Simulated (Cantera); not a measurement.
Charge: 1 mol Si, 0.02 mol O2, 52 mol H2, at 975 °C and 0.630 bar.

Cantera equilibrium calculation (NASA polynomials, part measured and part estimated; ideal gas, pure solids and liquids). Candidate condensed phases: H2O, Si, SiO2; 18 gas species. Mutual solubility and eutectic melting of coexisting phases are not modelled. The tables hold silica as quartz up to 1696 K and as liquid above; real silica turns to tridymite and cristobalite and melts near 1996 K. Rates play no part.

Question: What is the equilibrium state?

Answer: 
```
Property                Value
-----------------  ----------
x(H2)                   1.000
x(SiO)                3.21e-6
n(Si(s))            0.980 mol
n(SiO2(β-quartz))  0.0199 mol
gas amount          52.00 mol
```
